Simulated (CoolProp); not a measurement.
Vapour-liquid equilibrium of propylene (1) + dimethyl ether (2) at 9.75 °C; x and y are mole fractions of (1).

Computed with CoolProp (multi-fluid Helmholtz-energy mixture model, Lemmon 2013 and Wu 2011; pair parameters Bell 2016).

| x | bubble pressure, mixture model (MPa) | bubble pressure, Raoult's law (MPa) | y, mixture model | y, Raoult's law |
|---|---|---|---|---|
| 0.05 | 0.3969 | 0.3905 | 0.107 | 0.099 |
| 0.125 | 0.4354 | 0.4207 | 0.241 | 0.230 |
| 0.2 | 0.4720 | 0.4509 | 0.352 | 0.343 |
| 0.275 | 0.5068 | 0.4811 | 0.445 | 0.442 |
| 0.35 | 0.5399 | 0.5114 | 0.524 | 0.529 |
| 0.425 | 0.5714 | 0.5416 | 0.595 | 0.607 |
| 0.5 | 0.6014 | 0.5718 | 0.658 | 0.676 |
| 0.575 | 0.6300 | 0.6020 | 0.715 | 0.739 |
| 0.65 | 0.6574 | 0.6322 | 0.769 | 0.795 |
| 0.725 | 0.6838 | 0.6624 | 0.820 | 0.846 |
| 0.8 | 0.7092 | 0.6926 | 0.869 | 0.893 |
| 0.875 | 0.7338 | 0.7229 | 0.918 | 0.936 |
| 0.95 | 0.7577 | 0.7531 | 0.967 | 0.975 |

The largest gap from Raoult's law is +5.6 % in bubble pressure, at x = 0.35. No azeotrope shows between x = 0.05 and 0.95.

The pair parameters rest on a limited set of measurements; away from them the model extrapolates.
